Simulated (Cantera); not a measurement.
What does this Cantera script print?

```python
import numpy as np
import cantera as ct

gas_names = [...]  # 113 gases of nasa_gas.yaml made of C, H, O, Ta
cond_names = """
    C(gr) C6H6(L) C7H8(L) C8H18(L),n-octa H2O(s) H2O(L) Ta(cr) Ta(L) TaC(s) TaC(L) Ta2O5(s) Ta2O5(L)
""".split()


# ... load() reads the species with a 1 bar reference pressure and builds the phases ...
atoms = {
    'Ta2O5': {'Ta': 2, 'O': 5},
    'CO': {'C': 1, 'O': 1},
    'H2': {'H': 2},
}
top_T = {'C(gr)': 4500}  # K; cautious upper limits of use, not melting points


# ... equilibrate(T, P, feed) seeds the gas with the atoms and calls Mixture.equilibrate('TP', solver="vcs", rtol=1e-11, max_steps=5000) ...
results = []
feed = {'Ta2O5': 1, 'CO': 5.7, 'H2': 1.1}  # mol
T = 1323  # K
for P in [10, 42, 180, 750, 3200, 13000, 56000, 240000, 1000000]:
    mix = equilibrate(T, P, feed)
    results.append((T, P, feed, dict(zip(mix.species_names, mix.species_moles))))

top = {s: max(r[3][s] / sum(r[3][g] for g in gas_names) for r in results) for s in gas_names}
cols = sorted((s for s in top if top[s] > 1e-06), key=lambda s: -top[s])[:8]
seen = [c for c in cond_names if any(r[3].get(c, 0) > 1e-12 for r in results)]
print("log10 of partial pressures in bar; condensed amounts in mol")
print(f"{'P/Pa':>10s}" + "".join(f"{s[:9]:>10s}" for s in cols + seen))
for T, P, feed, n in results:
    ng = sum(n[g] for g in gas_names)
    print(f"{P:10.4g}" + "".join(f"{np.log10(max(n[s] / ng * P / 1e5, 1e-99)):10.3f}" for s in cols)
          + "".join(f"{n.get(c, 0):10.4g}" for c in seen))
```

It prints:

```
log10 of partial pressures in bar; condensed amounts in mol
      P/Pa        CO        H2       CO2       H2O       CH4         H     C(gr)    TaC(s)  Ta2O5(s)
        10    -4.077    -4.791    -7.916    -8.362   -14.391    -8.195         0 0.0003202    0.9998
        42    -3.453    -4.168    -7.115    -7.561   -12.699    -7.884         0 0.0004824    0.9998
       180    -2.822    -3.536    -6.302    -6.748   -10.984    -7.568         0 0.0007309    0.9996
       750    -2.202    -2.916    -5.505    -5.952    -9.302    -7.258         0  0.001098    0.9995
      3200    -1.572    -2.286    -4.695    -5.142    -7.592    -6.943         0  0.001661    0.9992
   1.3e+04    -0.963    -1.678    -3.913    -4.359    -5.940    -6.639         0  0.002462    0.9988
   5.6e+04    -0.329    -1.044    -3.062    -3.508    -4.256    -6.322   0.01359         0         1
   2.4e+05     0.300    -0.415    -1.804    -2.251    -2.998    -6.007   0.05702         0         1
     1e+06     0.907     0.191    -0.588    -1.036    -1.786    -5.704    0.2188         0         1
```

Equilibrium computed with Cantera from the NASA thermochemical tables; the gas is ideal and each condensed phase is pure. Mutual solubility and eutectic melting of coexisting phases are not modelled. TaC: taken at fixed stoichiometry. Condensed phases not in the tables: Ta2C.
